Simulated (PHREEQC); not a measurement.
# Spent oxide etchant (model solution)

Consider water at 25 °C with 5 mmol/kgw NH4HF2 and 12 mmol/kgw H2SiF6. Closed to the air; pH follows from the charge balance.

Model: ion-association model, phreeqc.dat, run in PHREEQC.

This is a speciation only: nothing precipitates in the calculation.

What pH, ionic strength does the model give?

pH 1.77; ionic strength 0.0364 mol/kgw.

In which forms is F present?

SiF6-2 88 %, HF 12 %, F- 0.6 % of the F.

SiF6-2 is the database's only silicon fluoride.
